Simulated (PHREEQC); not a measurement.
0.029 g of hydrous ferric oxide (600 m²/g; 0.2 weak and 0.005 strong sites per Fe, Dzombak-Morel constants, diffuse double layer) in 1 kg of water with 0.001 mol/kgw of an inert sodium salt and 5.4e-07 mol/kgw ZnCl2, at 25 °C; the pH is set by adding NaOH or the inert anion's acid. Oxygen is held at 0.21 atm. CO2 from the air is kept out. Nothing may precipitate in this run.

Equilibrium calculation in PHREEQC: ion-association model, wateq4f.dat.

```csv
pH,Zn sorbed (%),surface charge σ (C/m²),surface potential ψ (mV)
4,0.0,0.117,210
4.5,0.0,0.078,191
5,0.1,0.050,169
5.5,1.2,0.031,145
6.5,45.2,0.011,92
7,86.7,0.006,65
7.5,98.3,0.003,36
8,99.8,0.001,7
8.5,100.0,-0.002,-22
9,100.0,-0.004,-50
9.5,100.0,-0.008,-79
10.5,100.0,-0.028,-132
11,100.0,-0.053,-154
11.5,99.8,-0.106,-170
12,98.6,-0.198,-176
```
